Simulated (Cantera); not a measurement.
An adiabatic, constant-volume homogeneous reactor starts with CH4 : O2 : N2 = 1 : 2.25 : 27 (molar parts), at 1600 K and 0.670 bar. Integrator tolerance rtol = 1e-08.

Model: GRI-Mech 3.0 (53 species, 325 reactions), integrated in Cantera.

Problem. What does this change do: CH4 1 to 2.3 parts?

Solution. 
```json
[
 {"quantity": "time of steepest temperature rise", "before": "1.46 ms", "after": "1.95 ms"},
 {"quantity": "temperature at 1.00 s", "before": "2388 K", "after": "2255 K"},
 {"quantity": "equilibrium temperature", "before": "2388 K", "after": "2255 K"},
 {"quantity": "x(CH4) at 1.00 s", "before": "<1e-12 (gas-phase equilibrium <1e-12)", "after": "5.05e-12 (gas-phase equilibrium 5.67e-12)"},
 {"quantity": "x(O2) at 1.00 s", "before": "0.00899 (gas-phase equilibrium 0.00899)", "after": "1.34e-6 (gas-phase equilibrium 1.34e-6)"},
 {"quantity": "x(HCN) at 1.00 s", "before": "1.90e-11 (gas-phase equilibrium 1.90e-11)", "after": "4.42e-8 (gas-phase equilibrium 4.42e-8)"},
 {"quantity": "x(CO2) at 1.00 s", "before": "0.0272 (gas-phase equilibrium 0.0272)", "after": "0.00797 (gas-phase equilibrium 0.00797)"},
 {"quantity": "x(NO2) at 1.00 s", "before": "8.58e-7 (gas-phase equilibrium 8.58e-7)", "after": "1.09e-10 (gas-phase equilibrium 1.09e-10)"},
 {"quantity": "x(C2H) at 1.00 s", "before": "<1e-12 (gas-phase equilibrium <1e-12)", "after": "<1e-12 (gas-phase equilibrium <1e-12)"},
 {"quantity": "x(C2H6) at 1.00 s", "before": "<1e-12 (gas-phase equilibrium <1e-12)", "after": "<1e-12 (gas-phase equilibrium <1e-12)"}
]
```
